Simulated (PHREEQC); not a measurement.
0.11 g of hydrous ferric oxide (600 m²/g; 0.2 weak and 0.005 strong sites per Fe, Dzombak-Morel constants, diffuse double layer) in 1 kg of water with 0.005 mol/kgw of an inert sodium salt and 1.9e-06 mol MnCl2, 2.5e-06 mol CuCl2 and 3e-05 mol ZnSO4, at 25 °C; the pH is set by adding NaOH or the inert anion's acid. The system is closed to oxygen. No CO2 enters from the air. Precipitation was switched off in this run.

The series has 17 steps of pH, from 4 to 12.

All values are PHREEQC results (ion-association model, wateq4f.dat), not measurements.

Problem. Near which pH is half of the Mn sorbed, and on which side is more sorbed?

Solution. Near pH 7.8, with more sorbed at higher pH.

Problem. Near which pH is half of the Cu sorbed, and on which side is more sorbed?

Solution. Near pH 5.1, with more sorbed at higher pH.

Problem. Near which pH is half of the S sorbed, and on which side is more sorbed?

Solution. Near pH 6.3, with more sorbed at lower pH.

Complexes and solids missing from the database can't appear. The database's constant for dissolved Cu(OH)2 is higher than later reviews accept.
